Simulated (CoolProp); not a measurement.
A Linde-Hampson liquefier for dry air: isothermal reversible compression at 280 K from 1 atm to 40 MPa, throttling to 1 atm, return gas leaving the recuperator 5 K below the feed. Each further row changes one setting.

Model: reference Helmholtz-energy equation of state, Lemmon 2000, in CoolProp. It is a pseudo-pure fit of the blend.

```tsv
case	liquid yield per pass	compression work (kJ/kg of gas)
as stated	0.118	482
high pressure 80 MPa	0.085	561
warm-end temperature 310 K	0.085	538
warm-end gap 10 K	0.106	482
```
